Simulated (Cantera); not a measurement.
Ignition delay

Mixture: CH4 : O2 : N2 = 1 : 1.05 : 3.96 (molar parts), equivalence ratio 1.9, at 12.0 bar, adiabatic and at constant pressure. Ignition delay is the time to a rise of 400 K.

Computed with Cantera and GRI-Mech 3.0 (53 species, 325 reactions). The pressure lies above the range GRI-Mech 3.0 was tuned for (to about 10 atm).

| T0 (K) | delay (ms) |
|---|---|
| 1225 | 4.04 |
| 1325 | 1.29 |
| 1425 | 0.453 |
| 1525 | 0.170 |
| 1625 | 0.0676 |
| 1725 | 0.0290 |
| 1825 | 0.0136 |

```
Quantity                                                 Value
--------------------------------------------------  ----------
apparent activation energy between 1625 and 1825 K  200 kJ/mol
```
